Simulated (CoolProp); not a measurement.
The numbers come from the reference Helmholtz-energy equation of state, McLinden 2020 in CoolProp.

Give the vapour pressure (MPa), liquid density (kg/m³), enthalpy of vaporisation (kJ/kg), liquid cp (kJ/(kg K)) of saturated R1336mzz(Z) at -27.85, 8.15, 44.15 °C.


```json
[
 {"T (°C)": "-27.85", "p (MPa)": "0.00530", "liquid density (kg/m³)": "1490", "enthalpy of vaporisation (kJ/kg)": "191", "liquid cp (kJ/(kg K))": "1.11"},
 {"T (°C)": "8.15", "p (MPa)": "0.0362", "liquid density (kg/m³)": "1410", "enthalpy of vaporisation (kJ/kg)": "176", "liquid cp (kJ/(kg K))": "1.19"},
 {"T (°C)": "44.15", "p (MPa)": "0.148", "liquid density (kg/m³)": "1310", "enthalpy of vaporisation (kJ/kg)": "159", "liquid cp (kJ/(kg K))": "1.26"}
]
```
